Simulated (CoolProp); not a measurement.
n-nonane at several states: fugacity coefficient from the reference equation and from simpler models built on Tc = 594.5 K, pc = 2.282 MPa, ω = 0.443; each cubic takes its own stable root.

Model: reference Helmholtz-energy equation of state, Lemmon 2006, in CoolProp. It is a short technical equation, of lower accuracy than the large ones.

```csv
T (K),p (MPa),phase,reference,van der Waals,Redlich-Kwong,Soave-Redlich-Kwong,Peng-Robinson
502.8,0.284,gas,[?],0.9451,[?],[?],[?]
345.3,0.183,liquid,0.03807,[?],[?],[?],0.03942
420.7,0.032,gas,0.9821,0.9907,0.9875,0.9850,0.9843
501,0.0382,gas,0.9890,0.9925,0.9908,0.9897,0.9889
568.5,0.0536,gas,0.9903,0.9922,0.9909,0.9906,0.9897
```

**Question.** What belongs in the gaps?

**Answer.** 
- 502.8, reference: 0.9190
- 502.8, Redlich-Kwong: 0.9324
- 502.8, Soave-Redlich-Kwong: 0.9246
- 502.8, Peng-Robinson: 0.9195
- 345.3, van der Waals: 0.8306
- 345.3, Redlich-Kwong: 0.1781
- 345.3, Soave-Redlich-Kwong: 0.03752
